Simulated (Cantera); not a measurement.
An isothermal, constant-pressure homogeneous reactor starts with H₂ : O₂ = 0.14 : 1 (molar parts), equivalence ratio 0.070, at 1175 K and 1.05 Torr. Integrator tolerance rtol = 1e-08.

Cantera simulation using GRI-Mech 3.0 (53 species, 325 reactions); the numbers are that mechanism's predictions, not measurements. Radical loss at walls, strong at low pressure, is not modelled. The temperature is held fixed by assumption; the heat of reaction is taken as removed at once.

Task: What does this change do: pressure from 1.05 Torr to 15.8 Torr?

Result: 
```json
[
 {"quantity": "x(H₂) at 1.00 s", "before": "0.00227 (gas-phase equilibrium 2.82e-8)", "after": "5.14e-7 (gas-phase equilibrium 7.29e-9)"},
 {"quantity": "x(O₂) at 1.00 s", "before": "0.832 (gas-phase equilibrium 0.869)", "after": "0.869 (gas-phase equilibrium 0.869)"},
 {"quantity": "x(H) at 1.00 s", "before": "0.0138 (gas-phase equilibrium 5.54e-10)", "after": "4.09e-8 (gas-phase equilibrium 7.27e-11)"},
 {"quantity": "x(H₂O₂) at 1.00 s", "before": "2.37e-8 (gas-phase equilibrium 8.70e-11)", "after": "1.18e-8 (gas-phase equilibrium 3.37e-10)"},
 {"quantity": "x(H₂O) at 1.00 s", "before": "0.115 (gas-phase equilibrium 0.131)", "after": "0.131 (gas-phase equilibrium 0.131)"}
]
```
